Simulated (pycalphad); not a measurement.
All values are pycalphad results on the COST 507 light-alloy database (1999) (1 atm), not direct measurements. The database dates from 1999; later assessments differ in places, in temperatures and in the compounds included. Kinetics are ignored, which matters at the lower temperatures.

Molar enthalpy of Si-85.72V (wt.%) in equilibrium (SER reference):

| T (K) | H (kJ/mol) | phases |
|---|---|---|
| 2850 | 81.35 | LIQUID |
| 2730 | 76.23 | LIQUID |
| 2610 | 71.10 | LIQUID |
| 2490 | 65.97 | LIQUID |
| 2370 | 60.84 | LIQUID |
| 2250 | 55.71 | LIQUID |
| 2210 | 54.00 | LIQUID |
| 2170 | 10.13 | SIV3 |
| 2130 | 8.65 | SIV3 |
| 2010 | 4.49 | SIV3 |
| 1890 | 0.59 | SIV3 |
| 1770 | -3.15 | SIV3 |
| 1650 | -6.79 | SIV3 |
| 1530 | -10.35 | SIV3 |
| 1410 | -13.84 | SIV3 |
| 1290 | -17.26 | SIV3 |
| 1170 | -20.62 | SIV3 |
| 1050 | -23.90 | SIV3 |
| 930 | -27.11 | SIV3 |
| 810 | -30.36 | SIV3 + BCC_A2 |
| 690 | -33.62 | SIV3 + BCC_A2 |
| 570 | -36.74 | SIV3 + BCC_A2 |

Cooling from 2210 K to 2170 K, across the freezing range, releases 43.9 kJ/mol, or 961 J/g. The slope is 43 J/(mol K) in the liquid and 37 J/(mol K) just below the solidus, where it includes any heat of precipitation. Liquidus 2195 K, solidus 2184 K. Changes were sought between steps of 40 K, so a narrower field can be missed.

Database names, with the compositions (at.%) that they take in these runs: SIV3: V 75-77 Si 23-25. BCC_A2 is bcc.
